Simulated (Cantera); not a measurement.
## PbO + O2 + N2 (iron carbonyl, mercury and lead vapours)

Input: 1 mol PbO, 2.1 mol O2, 40 mol N2, held at 10.5 Torr.

Method: chemical equilibrium by Gibbs-energy minimisation in Cantera with the NASA 1993 tables (ideal gas, pure condensed phases). Candidate condensed phases: Pb, PbO, PbO2, Pb3O4; 12 gas species. Gases not in the tables: (PbO)n polymers. Equilibrium is a limit: real reactors are often held back by kinetics, nucleation or transport.

| T (°C) | log p N2 | log p O2 | log p PbO | log p Pb | log p NO | log p O | n PbO(yellow) | n PbO(l) |
|---|---|---|---|---|---|---|---|---|
| 527 | -1.88 | -3.16 | -10.15 | <-13 | -7.82 | <-13 | 1.00 | 0 |
| 577 | -1.88 | -3.16 | -9.08 | -13.16 | -7.47 | -13.71 | 1.000 | 0 |
| 627 | -1.88 | -3.16 | -8.13 | -11.78 | -7.16 | -12.85 | 1.000 | 0 |
| 677 | -1.88 | -3.16 | -7.28 | -10.55 | -6.88 | -12.08 | 1.000 | 0 |
| 727 | -1.88 | -3.16 | -6.52 | -9.44 | -6.63 | -11.38 | 0.999 | 0 |
| 777 | -1.88 | -3.16 | -5.83 | -8.44 | -6.40 | -10.75 | 0.996 | 0 |
| 827 | -1.88 | -3.16 | -5.21 | -7.53 | -6.20 | -10.18 | 0.981 | 0 |
| 877 | -1.88 | -3.16 | -4.64 | -6.71 | -6.01 | -9.66 | 0.931 | 0 |
| 927 | -1.88 | -3.16 | -4.17 | -5.99 | -5.84 | -9.18 | 0 | 0.791 |
| 977 | -1.88 | -3.16 | -3.74 | -5.34 | -5.68 | -8.74 | 0 | 0.429 |
| 1027 | -1.89 | -3.16 | -3.51 | -4.91 | -5.54 | -8.33 | 0 | 0 |
| 1077 | -1.89 | -3.16 | -3.51 | -4.73 | -5.40 | -7.96 | 0 | 0 |
| 1127 | -1.89 | -3.16 | -3.53 | -4.57 | -5.27 | -7.60 | 0 | 0 |
| 1177 | -1.89 | -3.16 | -3.54 | -4.42 | -5.15 | -7.28 | 0 | 0 |
log p: log10 of the partial pressure in bar; n: condensed amount in mol.

From 527 °C to 877 °C the condensed part is PbO(yellow). From 927 °C to 977 °C the condensed part is PbO(l). From 1027 °C to 1177 °C nothing is condensed.
